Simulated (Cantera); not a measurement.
**Stirred combustor or abatement burner**

A perfectly stirred reactor is fed with 3.96 % CH4, 1.62 % H2, 19.8 % O2, 74.4 % N2, 0.218 % CO2, at 7.00 bar; it is adiabatic with a 400 K inlet, and is followed from long to short residence time, starting on the burning branch (τ in s: 0.33, 0.13, 0.049, 0.019, 0.0072, 0.0028, 0.0011, 0.00041, 0.00016, 6.1e-05, 2.3e-05, 9e-06, 3.5e-06).

Detailed kinetics in Cantera: GRI-Mech 3.0 (53 species, 325 reactions).

```tsv
τ (s)	T (K)	x CH4	x H2	x O2	x CO	x CH2CO	x H
0.33	1456	1.41e-5	7.91e-6	0.112	0.000112	2.41e-8	5.67e-8
0.13	1455	3.09e-5	1.79e-5	0.112	0.000253	9.89e-8	1.38e-7
0.049	1451	7.18e-5	4.39e-5	0.112	0.000613	4.06e-7	3.53e-7
0.019	1441	0.000171	0.000112	0.113	0.00151	1.46e-6	8.74e-7
0.0072	1409	0.000511	0.000361	0.115	0.00434	5.67e-6	2.08e-6
0.0028	400	0.0396	0.0162	0.198	<1e-12	<1e-12	<1e-12
0.0011	400	0.0396	0.0162	0.198	<1e-12	<1e-12	<1e-12
0.00041	400	0.0396	0.0162	0.198	<1e-12	<1e-12	<1e-12
0.00016	400	0.0396	0.0162	0.198	<1e-12	<1e-12	<1e-12
6.1e-5	400	0.0396	0.0162	0.198	<1e-12	<1e-12	<1e-12
2.3e-5	400	0.0396	0.0162	0.198	<1e-12	<1e-12	<1e-12
9.0e-6	400	0.0396	0.0162	0.198	<1e-12	<1e-12	<1e-12
3.5e-6	400	0.0396	0.0162	0.198	<1e-12	<1e-12	<1e-12
```
x: mole fraction; the columns are a selection and need not sum to one.
